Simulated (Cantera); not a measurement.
A freely propagating, adiabatic, planar premixed flame of CH4 : O2 : N2 = 1 : 2 : 7.52 (molar parts), equivalence ratio 1.0, unburnt at 498 K and 1.48 atm; mixture-averaged transport, grid criteria slope 0.08 and curve 0.16, no radiation.

Model: GRI-Mech 3.0 (53 species, 325 reactions), integrated in Cantera. Burning velocities carry a grid error of a few per cent, more on coarse grids.

**Question.** Predict: laminar burning velocity; thermal thickness; peak x(CH3); peak x(CO); peak x(O).

**Answer.** 
- laminar burning velocity = 80.5 cm/s
- thermal thickness = 0.264 mm
- peak x(CH3) = 0.00250
- peak x(CO) = 0.0492
- peak x(O) = 0.00353
